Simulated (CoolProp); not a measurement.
Properties of propylene along the isotherm 183.7 K (Tc = 364.2 K, pc = 4.555 MPa, ω = 0.146).

Computed with CoolProp (reference Helmholtz-energy equation of state, Lemmon 2013).

| p (MPa) | phase | density (kg/m³) | Joule-Thomson coefficient (K/MPa) | viscosity (µPa s) | fugacity coefficient |
|---|---|---|---|---|---|
| 0.0072 | gas | 0.1993 | 68.03 | 5.20 | 0.9952 |
| 0.0122 | liquid | 659.6 | -0.4957 | 334 | 0.7436 |
| 0.0205 | liquid | 659.6 | -0.4958 | 334 | 0.4427 |
| 0.0346 | liquid | 659.6 | -0.4958 | 334 | 0.2625 |
| 0.0584 | liquid | 659.7 | -0.4958 | 334 | 0.1556 |
| 0.0986 | liquid | 659.7 | -0.4959 | 334 | 0.09234 |
| 0.166 | liquid | 659.7 | -0.4960 | 334 | 0.05501 |
| 0.281 | liquid | 659.8 | -0.4962 | 335 | 0.03265 |
| 0.474 | liquid | 660.0 | -0.4965 | 335 | 0.01951 |
| 0.8 | liquid | 660.2 | -0.4970 | 336 | 0.01172 |
| 1.35 | liquid | 660.6 | -0.4979 | 338 | 0.007106 |
| 2.28 | liquid | 661.3 | -0.4994 | 340 | 0.004374 |

Viscosity comes from a separate model (Huber 2003), an estimate that may be off by 10 % or more.
